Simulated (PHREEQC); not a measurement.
Hard or scaling water (model solution)

Consider water at 25 °C with 0.0099 mol/kgw MgCl2, 8.9e-05 mol/kgw CO2 and 0.053 mol/kgw MgSO4. Closed to the air; pH follows from the charge balance.

All values are PHREEQC results (ion-association model, phreeqc.dat), not measurements.

This is a speciation only: nothing precipitates in the calculation.

**Question.** Predict the pH.

**Answer.** pH 5.32.

**Question.** In which forms is C present?

**Answer.** CO2 87 %, HCO3- 11 %, MgHCO3+ 1.8 % of the C.
